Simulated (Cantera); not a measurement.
Cantera run:

```python
import numpy as np
import cantera as ct

gas_names = """
    H HO2 H2 H2O H2O2 O OH O2 O3 V VO VO2
""".split()
cond_names = """
    H2O(s) H2O(L) V(cr) V(L) VO(s) VO(L) V2O3(s) V2O3(L) V2O4(I) V2O4(II) V2O4(L) V2O5(s) V2O5(L)
""".split()


# ... load() reads the species with a 1 bar reference pressure and builds the phases ...
atoms = {
    'V2O3': {'V': 2, 'O': 3},
    'H2': {'H': 2},
    'H2O': {'H': 2, 'O': 1},
}
top_T = {}  # K; cautious upper limits of use, not melting points


# ... equilibrate(T, P, feed) seeds the gas with the atoms and calls Mixture.equilibrate('TP', solver="gibbs", rtol=1e-10, max_steps=50000) ...
results = []
feed = {'V2O3': 1, 'H2': 900, 'H2O': 0.4}  # mol
P = 10000  # Pa
for T in [1098, 1198, 1298, 1398, 1498, 1598, 1698]:
    mix = equilibrate(T, P, feed)
    results.append((T, P, feed, dict(zip(mix.species_names, mix.species_moles))))

top = {s: max(r[3][s] / sum(r[3][g] for g in gas_names) for r in results) for s in gas_names}
cols = sorted((s for s in top if top[s] > 0.0001), key=lambda s: -top[s])[:7]
seen = [c for c in cond_names if any(r[3].get(c, 0) > 1e-12 for r in results)]
print("log10 of partial pressures in bar; condensed amounts in mol")
print(f"{'T/K':>10s}" + "".join(f"{s[:9]:>10s}" for s in cols + seen))
for T, P, feed, n in results:
    ng = sum(n[g] for g in gas_names)
    print(f"{T:10.4g}" + "".join(f"{np.log10(max(n[s] / ng * P / 1e5, 1e-99)):10.3f}" for s in cols)
          + "".join(f"{n.get(c, 0):10.4g}" for c in seen))
```

Result:

```
log10 of partial pressures in bar; condensed amounts in mol
       T/K        H2       H2O         H     VO(s)   V2O3(s)
      1098    -1.000    -4.352    -8.107         0         1
      1198    -1.000    -4.352    -7.221         0         1
      1298    -1.000    -4.003    -6.470    0.9892    0.5054
      1398    -1.001    -3.808    -5.825         2         0
      1498    -1.001    -3.808    -5.265         2         0
      1598    -1.001    -3.808    -4.774         2         0
      1698    -1.001    -3.808    -4.340         2         0
```

Cantera equilibrium calculation (NASA polynomials, part measured and part estimated; ideal gas, pure solids and liquids). Mutual solubility and eutectic melting of coexisting phases are not modelled. VO: taken at fixed stoichiometry. Condensed phases not in the tables: the oxides between V2O3 and V2O5 other than VO2.
